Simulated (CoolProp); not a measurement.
Model: reference Helmholtz-energy equation of state, Thol 2018, in CoolProp.

### Question
For hydrogen chloride, give the phase and the cp (kJ/(kg K)), speed of sound (m/s), Joule-Thomson coefficient (K/MPa) at 460.5 K and 0.218 MPa; 313.3 K and 0.803 MPa; 393.2 K and 12.3 MPa.

### Answer
- 460.5 K and 0.218 MPa: gas; cp 0.806, speed of sound 383, Joule-Thomson coefficient 6.49
- 313.3 K and 0.803 MPa: gas; cp 0.874, speed of sound 309, Joule-Thomson coefficient 13.8
- 393.2 K and 12.3 MPa: supercritical; cp 1.75, speed of sound 316, Joule-Thomson coefficient 5.84
